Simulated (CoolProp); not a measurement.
Vapour-liquid equilibrium of isobutane (1) + isobutene (2) at 0.268 MPa; x and y are mole fractions of (1).

Model: multi-fluid Helmholtz-energy mixture model, Bücker 2006 and Lemmon 2005; pair parameters Bell 2016, in CoolProp.

| x | bubble temperature, mixture model (°C) | bubble temperature, Raoult's law (°C) | y, mixture model | y, Raoult's law |
|---|---|---|---|---|
| 0.05 | 20.4 | 20.6 | 0.059 | 0.057 |
| 0.15 | 19.8 | 20.1 | 0.173 | 0.169 |
| 0.25 | 19.2 | 19.6 | 0.281 | 0.278 |
| 0.35 | 18.6 | 19.1 | 0.385 | 0.384 |
| 0.45 | 18.1 | 18.6 | 0.484 | 0.487 |
| 0.55 | 17.7 | 18.1 | 0.581 | 0.586 |
| 0.65 | 17.3 | 17.7 | 0.676 | 0.683 |
| 0.75 | 16.9 | 17.2 | 0.769 | 0.777 |
| 0.85 | 16.5 | 16.8 | 0.862 | 0.868 |
| 0.95 | 16.2 | 16.3 | 0.954 | 0.957 |

The largest gap from Raoult's law is -0.5 K in bubble temperature, at x = 0.45. No azeotrope shows between x = 0.05 and 0.95.

Pair parameters are fitted to limited data, so mixtures are less certain than the pure fluids.
